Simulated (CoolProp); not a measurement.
Values from CoolProp's reference Helmholtz-energy equation of state, Akasaka 2023.

### Question
For R1224YDZ, give the phase and the density (kg/m³), speed of sound (m/s), Joule-Thomson coefficient (K/MPa), fugacity coefficient at 304.7 K and 5860 kPa; 368.9 K and 5860 kPa.

### Answer
- 304.7 K and 5860 kPa: liquid; density 1360, speed of sound 636, Joule-Thomson coefficient -0.269, fugacity coefficient 0.0377
- 368.9 K and 5860 kPa: liquid; density 1180, speed of sound 421, Joule-Thomson coefficient 0.0377, fugacity coefficient 0.180
